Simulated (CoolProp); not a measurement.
Properties of n-pentane along the isobar 2130 kPa.

Values from CoolProp's reference Helmholtz-energy equation of state, Thol 2019.

```json
[
 {"T (°C)": "-57.65", "phase": "liquid", "density (kg/m³)": "700.0", "cp (kJ/(kg K))": "2.024", "conductivity (mW/(m K))": "144", "Prandtl number": "5.86"},
 {"T (°C)": "-52.15", "phase": "liquid", "density (kg/m³)": "695.1", "cp (kJ/(kg K))": "2.037", "conductivity (mW/(m K))": "142", "Prandtl number": "5.70"},
 {"T (°C)": "-46.65", "phase": "liquid", "density (kg/m³)": "690.2", "cp (kJ/(kg K))": "2.051", "conductivity (mW/(m K))": "140", "Prandtl number": "5.53"},
 {"T (°C)": "-41.15", "phase": "liquid", "density (kg/m³)": "685.3", "cp (kJ/(kg K))": "2.065", "conductivity (mW/(m K))": "138", "Prandtl number": "5.37"},
 {"T (°C)": "-35.65", "phase": "liquid", "density (kg/m³)": "680.4", "cp (kJ/(kg K))": "2.081", "conductivity (mW/(m K))": "136", "Prandtl number": "5.20"},
 {"T (°C)": "-30.15", "phase": "liquid", "density (kg/m³)": "675.4", "cp (kJ/(kg K))": "2.098", "conductivity (mW/(m K))": "134", "Prandtl number": "5.05"},
 {"T (°C)": "-24.65", "phase": "liquid", "density (kg/m³)": "670.4", "cp (kJ/(kg K))": "2.115", "conductivity (mW/(m K))": "132", "Prandtl number": "4.89"},
 {"T (°C)": "-19.15", "phase": "liquid", "density (kg/m³)": "665.4", "cp (kJ/(kg K))": "2.134", "conductivity (mW/(m K))": "130", "Prandtl number": "4.75"},
 {"T (°C)": "-13.65", "phase": "liquid", "density (kg/m³)": "660.4", "cp (kJ/(kg K))": "2.153", "conductivity (mW/(m K))": "128", "Prandtl number": "4.61"},
 {"T (°C)": "-8.15", "phase": "liquid", "density (kg/m³)": "655.3", "cp (kJ/(kg K))": "2.173", "conductivity (mW/(m K))": "126", "Prandtl number": "4.47"},
 {"T (°C)": "-2.65", "phase": "liquid", "density (kg/m³)": "650.2", "cp (kJ/(kg K))": "2.194", "conductivity (mW/(m K))": "124", "Prandtl number": "4.34"}
]
```

Viscosity comes from a separate model (Quiñones-Cisneros 2006), older than the equation that it now runs on, and unchecked against measurements. Thermal conductivity comes from a separate model (Vassiliou 2015).
